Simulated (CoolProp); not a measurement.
Hexamethyldisiloxane (MM) along the isotherm 2.25 °C: density (kg/m³) from the reference equation and from simpler models built on Tc = 245.6 °C, pc = 1.931 MPa, ω = 0.418; each cubic takes its own stable root.

Values from CoolProp's reference Helmholtz-energy equation of state, Thol 2016.

```csv
p (MPa),phase,reference
0.223,liquid,783.5
0.446,liquid,783.8
0.668,liquid,784.1
0.891,liquid,784.4
1.11,liquid,784.7
1.34,liquid,785.0
1.56,liquid,785.3
1.78,liquid,785.6
2.01,liquid,785.9
2.23,liquid,786.2
2.45,liquid,786.5
2.67,liquid,786.8
2.9,liquid,787.1
```

Task: How far does each simpler model (van der Waals, Redlich-Kwong, Soave-Redlich-Kwong, Peng-Robinson) lie from the reference over these 13 states: mean and median of the absolute difference, and the worst?

Result: 
- van der Waals: mean 39.6 %, median 39.6 %, worst -40.2 % at 2.25 °C and 0.223 MPa
- Redlich-Kwong: mean 11.1 %, median 11.1 %, worst -11.4 % at 2.25 °C and 0.223 MPa
- Soave-Redlich-Kwong: mean 7.5 %, median 7.5 %, worst -7.6 % at 2.25 °C and 0.223 MPa
- Peng-Robinson: mean 4.0 %, median 4.0 %, worst +4.0 % at 2.25 °C and 2.9 MPa
